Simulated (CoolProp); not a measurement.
Vapour-liquid equilibrium of dimethyl ether (1) + R227EA (2) at 9.48 bar; x and y are mole fractions of (1).

Computed with CoolProp (multi-fluid Helmholtz-energy mixture model, Wu 2011 and Lemmon 2016; pair parameters Bell 2016).

Problem. Give the bubble temperature and the first vapour's composition at x = 0.05, 0.65, 0.8. Is there an azeotrope?

Solution. x = 0.05: 52.8 °C, y = 0.028; x = 0.65: 52.5 °C, y = 0.748; x = 0.8: 48.1 °C, y = 0.883. y crosses x between x = 0.2 and 0.35: the model has an azeotrope there.

The pair parameters rest on a limited set of measurements; away from them the model extrapolates.
